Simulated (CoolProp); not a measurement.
Vapour-liquid equilibrium of propane (1) + sulfur dioxide (2) at 319.7 K; x and y are mole fractions of (1).

The numbers come from the multi-fluid Helmholtz-energy mixture model, Lemmon 2009 and Gao 2016; pair parameters Bell 2016 in CoolProp.

| x | bubble pressure (bar) | y at the bubble point | dew pressure at overall composition x (bar) | liquid density (mol/L) |
|---|---|---|---|---|
| 0.05 | 11.74 | 0.344 | 8.054 | 19.44 |
| 0.15 | 15.81 | 0.520 | 9.035 | 17.76 |
| 0.25 | 17.20 | 0.567 | 10.27 | 16.27 |
| 0.35 | 17.73 | 0.588 | 11.85 | 14.97 |
| 0.45 | 18.06 | 0.605 | 13.95 | 13.83 |
| 0.55 | 18.34 | 0.629 | 16.70 | 12.87 |
| 0.65 | 18.51 | 0.665 | 18.47 | 12.08 |
| 0.75 | 18.44 | 0.719 | 18.28 | 11.43 |
| 0.85 | 17.93 | 0.798 | 17.46 | 10.91 |
| 0.95 | 16.78 | 0.917 | 16.42 | 10.50 |

y crosses x between x = 0.65 and 0.75: the model has an azeotrope there.

Pair parameters are fitted to limited data, so mixtures are less certain than the pure fluids. With so large a gap from Raoult's law the liquid may split in two, which this calculation doesn't test in full.
